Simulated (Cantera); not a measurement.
Feed: 1 mol CCl4, 0.4 mol CH4, 17 mol H2, held at 3175 K and 1.90 Pa.

Cantera equilibrium calculation (NASA polynomials, part measured and part estimated; ideal gas, pure solids and liquids). Candidate condensed phases: C, C6H6, C7H8, C8H18; 91 gas species. The numbers say what is thermodynamically allowed, not how fast it happens.

Base state: H 0.868, Cl 0.0976, C 0.0340, H2 0.000208, C2 7.02e-5, HCl 3.46e-5 (mole fractions); condensed: gas only.

Question: What changes in the equilibrium state with this change: temperature from 3175 K to 1325 K?

Answer: 
```csv
species,before,after
H2,0.000208,0.798
HCl,3.46e-5,0.202
H,0.868,0.000335
C,0.0340,<1e-9
Cl,0.0976,7.11e-5
C2,7.02e-5,<1e-9
"C(graphite), mol",0,1.40
```

Question: What changes in the equilibrium state with this change: CCl4 replaced by CF4?

Answer: 
```
species    before     after
-------  --------  --------
H           0.868     0.868
F               0    0.0951
C          0.0340    0.0341
Cl         0.0976         0
HF              0   0.00272
CF              0   4.10e-5
HCl       3.46e-5         0
C2        7.02e-5   7.04e-5
H2       0.000208  0.000208
```

Question: What changes in the equilibrium state with this change: temperature from 3175 K to 2625 K?

Answer: 
| species | before | after |
|---|---|---|
| H | 0.868 | 0.870 |
| Cl | 0.0976 | 0.0985 |
| C | 0.0340 | 0.0145 |
| H2 | 0.000208 | 0.00798 |
| C3 | 1.77e-6 | 0.00559 |
| C2H2 (acetylene) | <1e-9 | 1.49e-5 |
| C2H | 1.33e-7 | 0.000150 |
